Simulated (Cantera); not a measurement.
An adiabatic, constant-pressure homogeneous reactor starts with CH4 : O2 : N2 = 1 : 1.43 : 15.7 (molar parts), equivalence ratio 1.4, at 1450 K and 2800000 Pa. Integrator tolerance rtol = 1e-08.

Model: GRI-Mech 3.0 (53 species, 325 reactions), integrated in Cantera. The pressure lies above the range GRI-Mech 3.0 was tuned for (to about 10 atm).

```csv
quantity,before,after
time of steepest temperature rise,0.415 ms,0.381 ms
temperature at 10.0 s,2169 K,2378 K
equilibrium temperature,2169 K,2378 K
x(CH4) at 10.0 s,1.03e-10 (gas-phase equilibrium 1.14e-10),9.45e-11 (gas-phase equilibrium 1.04e-10)
x(O2) at 10.0 s,2.80e-7 (gas-phase equilibrium 2.80e-7),2.09e-6 (gas-phase equilibrium 2.09e-6)
x(C2H2) at 10.0 s,<1e-12 (gas-phase equilibrium <1e-12),<1e-12 (gas-phase equilibrium <1e-12)
x(H) at 10.0 s,0.000147 (gas-phase equilibrium 0.000147),0.000337 (gas-phase equilibrium 0.000337)
x(CO2) at 10.0 s,0.0195 (gas-phase equilibrium 0.0195),0.0185 (gas-phase equilibrium 0.0185)
x(NO) at 10.0 s,1.41e-5 (gas-phase equilibrium 1.41e-5),5.99e-5 (gas-phase equilibrium 5.99e-5)
```

Q: Which change was made?
A. N2 15.7 to 4.9 parts
B. initial temperature 1450 to 1225 K
C. pressure from 2800000 Pa to 56000 Pa
D. constant volume in place of constant pressure

A: D, constant volume in place of constant pressure
